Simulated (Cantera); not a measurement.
**Dilute partial oxidation**

An isothermal, constant-pressure homogeneous reactor starts with CH3OH : O2 : N2 = 0.026 : 0.003 : 1 (molar parts), equivalence ratio 13, at 925 K and 5.00 bar.

Computed with Cantera and GRI-Mech 3.0 (53 species, 325 reactions). GRI-Mech 3.0 was tuned for natural gas; its chemistry of methanol as a main component is partial and can be far from experiment. Below about 1000 K GRI-Mech 3.0 lacks low-temperature oxidation paths.

| t (s) | x CH3OH | x O2 | x CH2CO | x N2O | x NO |
|---|---|---|---|---|---|
| 5.00e-5 | 0.0253 | 0.00292 | <1e-12 | <1e-12 | <1e-12 |
| 0.000136 | 0.0253 | 0.00292 | <1e-12 | <1e-12 | <1e-12 |
| 0.000369 | 0.0253 | 0.00292 | <1e-12 | <1e-12 | <1e-12 |
| 0.00100 | 0.0253 | 0.00292 | <1e-12 | <1e-12 | <1e-12 |
| 0.00273 | 0.0253 | 0.00292 | <1e-12 | <1e-12 | <1e-12 |
| 0.00741 | 0.0253 | 0.00292 | <1e-12 | <1e-12 | <1e-12 |
| 0.0202 | 0.0253 | 0.00292 | <1e-12 | <1e-12 | <1e-12 |
| 0.0548 | 0.0253 | 0.00292 | <1e-12 | <1e-12 | <1e-12 |
| 0.149 | 0.0253 | 0.00292 | <1e-12 | <1e-12 | <1e-12 |
| 0.405 | 0.0253 | 0.00292 | <1e-12 | 1.82e-12 | <1e-12 |
| 1.10 | 0.0253 | 0.00291 | <1e-12 | 1.38e-11 | <1e-12 |
| 2.99 | 0.00107 | <1e-12 | 8.00e-6 | 3.97e-10 | <1e-12 |
| 8.12 | 0.000755 | <1e-12 | 5.72e-6 | 3.93e-10 | <1e-12 |
| 22.1 | 0.000305 | <1e-12 | 2.50e-6 | 3.83e-10 | <1e-12 |
| 60.0 | 3.37e-5 | <1e-12 | 3.85e-7 | 3.59e-10 | <1e-12 |
x: mole fraction; the columns are a selection and need not sum to one.

Equilibrium at this temperature and pressure: CH3OH 5.61e-11, O2 <1e-12, CH2CO 1.18e-11, N2O <1e-12, NO <1e-12 (gas phase only).
